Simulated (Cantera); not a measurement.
Input: 1 mol FeS, 1700 mol H₂, equilibrated at 0.00133 bar.

Equilibrium computed with Cantera from the NASA thermochemical tables; the gas is ideal and each condensed phase is pure. Candidate condensed phases: Fe, FeS, FeS₂, S; 8 gas species. Equilibrium is a limit: real reactors are often held back by kinetics, nucleation or transport.

At 1473 K, list the 4 most abundant gas species with their mole fractions, and the condensed phases.

H₂ 0.999, H₂S 0.000513, H 0.000346, Fe 6.27e-5. Condensed: Fe(γ).
